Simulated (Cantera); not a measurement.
An adiabatic, constant-volume homogeneous reactor starts with 1.45 % C₃H₈, 8.96 % O₂, 89.6 % N₂, equivalence ratio 0.81, at 1750 K and 6.00 bar.

Cantera simulation using GRI-Mech 3.0 (53 species, 325 reactions); the numbers are that mechanism's predictions, not measurements. GRI-Mech 3.0 was tuned for natural gas; its chemistry of propane as a main component is partial and can be far from experiment.

Predict: time of steepest temperature rise; temperature at 6.00 s; equilibrium temperature; x(O₂) at 6.00 s; x(N₂O) at 6.00 s; x(OH) at 6.00 s.


| Item | Value |
|---|---|
| time of steepest temperature rise | 6.15 µs |
| temperature at 6.00 s | 2610 K |
| equilibrium temperature | 2610 K |
| x(O₂) at 6.00 s | 0.0154 (gas-phase equilibrium 0.0154) |
| x(N₂O) at 6.00 s | 1.40e-6 (gas-phase equilibrium 1.40e-6) |
| x(OH) at 6.00 s | 0.00438 (gas-phase equilibrium 0.00438) |
